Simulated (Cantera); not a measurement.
Input (Python, Cantera):

```python
import numpy as np
import cantera as ct

gas = ct.Solution("gri30.yaml")
gas.TPX = 1925, 13332, {'NO': 1, 'N2': 3.8}
reactor = ct.IdealGasConstPressureReactor(gas, energy="off", clone=False)
net = ct.ReactorNet([reactor])
net.rtol, net.atol = 1e-08, 1e-18
show = ['NO', 'O2', 'O', 'N2O', 'NO2', 'N2']
times = np.geomspace(0.0001, 80, 10)

steps = ct.SolutionArray(gas, extra=["t"])
rows = []
print(f"{'t/s':>10s}{'T/K':>9s}{'P/Pa':>11s}" + "".join(f"{s:>11s}" for s in show))
for t in times:
    while net.time < t:
        t_next = net.step()
        steps.append(gas.state, t=t_next)
    rows.append([np.interp(t, steps.t, y) for y in (steps.T, steps.P, *steps(*show).X.T)])
    print(f"{t:10.3e}{rows[-1][0]:9.1f}{rows[-1][1]:11.4g}" + "".join(f"{x:11.3e}" for x in rows[-1][2:]))
rate = np.gradient(steps.T, steps.t)
print("integrator steps:", len(steps.t))
if steps.T.max() > steps.T[0] + 200:
    print(f"time of steepest temperature rise: {steps.t[rate.argmax()]:.4e} s")
gas.TPX = 1925, 13332, {'NO': 1, 'N2': 3.8}
gas.equilibrate("TP")
print(f"equilibrium (TP): T = {gas.T:.1f} K  " + "  ".join(f"{s} {gas[s].X[0]:.3e}" for s in show))
```

Output:

```
       t/s      T/K       P/Pa         NO         O2          O        N2O        NO2         N2
 1.000e-04   1925.0  1.333e+04  2.083e-01  5.504e-10  3.789e-07  3.780e-07  6.580e-09  7.917e-01
 4.528e-04   1925.0  1.333e+04  2.083e-01  1.121e-08  1.686e-06  1.654e-06  1.171e-07  7.917e-01
 2.050e-03   1925.0  1.333e+04  2.083e-01  2.499e-07  7.684e-06  6.442e-06  1.473e-06  7.917e-01
 9.283e-03   1925.0  1.333e+04  2.082e-01  8.854e-06  3.678e-05  1.614e-05  9.830e-06  7.917e-01
 4.203e-02   1925.0  1.333e+04  2.079e-01  1.679e-04  6.385e-05  1.867e-05  1.722e-05  7.919e-01
 1.903e-01   1925.0  1.333e+04  2.062e-01  9.982e-04  7.043e-05  1.830e-05  1.921e-05  7.927e-01
 8.618e-01   1925.0  1.333e+04  1.984e-01  4.906e-03  9.491e-05  1.669e-05  2.613e-05  7.966e-01
 3.902e+00   1925.0  1.333e+04  1.617e-01  2.319e-02  1.657e-04  1.066e-05  3.948e-05  8.149e-01
 1.767e+01   1925.0  1.333e+04  5.586e-02  7.606e-02  2.821e-04  1.267e-06  2.411e-05  8.678e-01
 8.000e+01   1925.0  1.333e+04  5.630e-03  1.012e-01  3.225e-04  1.049e-07  2.801e-06  8.929e-01
integrator steps: 939
equilibrium (TP): T = 1925.0 K  NO 4.599e-03  O2 1.017e-01  O 3.232e-04  N2O 1.012e-07  NO2 2.293e-06  N2 8.934e-01
```

Detailed kinetics in Cantera: GRI-Mech 3.0 (53 species, 325 reactions).
